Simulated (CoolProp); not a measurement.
Model: reference Helmholtz-energy equation of state, Lemmon 2006, in CoolProp. It is a short technical equation, of lower accuracy than the large ones.

Q: For isohexane, give the phase and the cp (kJ/(kg K)), speed of sound (m/s), expansivity (1/kK), fugacity coefficient at 487.8 K and 16.8 MPa; 496.7 K and 16.8 MPa.

A: 
- 487.8 K and 16.8 MPa: liquid; cp 3.04, speed of sound 579, expansivity 1.98, fugacity coefficient 0.205
- 496.7 K and 16.8 MPa: liquid; cp 3.07, speed of sound 558, expansivity 2.04, fugacity coefficient 0.224
